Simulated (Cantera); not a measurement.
An isothermal, constant-pressure homogeneous reactor starts with H2 : O2 : N2 = 1.3 : 1 : 0.79 (molar parts), at 1123 K and 0.247 atm. Integrator tolerance rtol = 1e-08.

Cantera simulation using GRI-Mech 3.0 (53 species, 325 reactions); the numbers are that mechanism's predictions, not measurements. The temperature is held fixed by assumption; the heat of reaction is taken as removed at once.

What does this change do: temperature 1123 to 825 K?


```json
[
 {"quantity": "x(H2) at 5.00 s", "before": "6.59e-9 (gas-phase equilibrium 6.51e-9)", "after": "0.409 (gas-phase equilibrium <1e-12)"},
 {"quantity": "x(O2) at 5.00 s", "before": "0.143 (gas-phase equilibrium 0.143)", "after": "0.318 (gas-phase equilibrium 0.143)"},
 {"quantity": "x(NO) at 5.00 s", "before": "2.38e-6 (gas-phase equilibrium 5.56e-5)", "after": "<1e-12 (gas-phase equilibrium 1.62e-6)"},
 {"quantity": "x(H2O2) at 5.00 s", "before": "1.20e-9 (gas-phase equilibrium 1.16e-9)", "after": "0.00140 (gas-phase equilibrium 1.90e-11)"},
 {"quantity": "x(O) at 5.00 s", "before": "3.48e-9 (gas-phase equilibrium 3.35e-9)", "after": "1.08e-8 (gas-phase equilibrium <1e-12)"}
]
```
Below about 950 K walls govern HO2 and H2O2 in real vessels.

What does this change do: temperature 1123 to 875 K?


| quantity | before | after |
|---|---|---|
| x(H2) at 5.00 s | 6.59e-9 (gas-phase equilibrium 6.51e-9) | 0.172 (gas-phase equilibrium 3.53e-12) |
| x(O2) at 5.00 s | 0.143 (gas-phase equilibrium 0.143) | 0.217 (gas-phase equilibrium 0.143) |
| x(NO) at 5.00 s | 2.38e-6 (gas-phase equilibrium 5.56e-5) | 3.01e-9 (gas-phase equilibrium 3.47e-6) |
| x(H2O2) at 5.00 s | 1.20e-9 (gas-phase equilibrium 1.16e-9) | 0.00117 (gas-phase equilibrium 4.58e-11) |
| x(O) at 5.00 s | 3.48e-9 (gas-phase equilibrium 3.35e-9) | 3.74e-8 (gas-phase equilibrium 1.57e-12) |
Below about 950 K walls govern HO2 and H2O2 in real vessels.
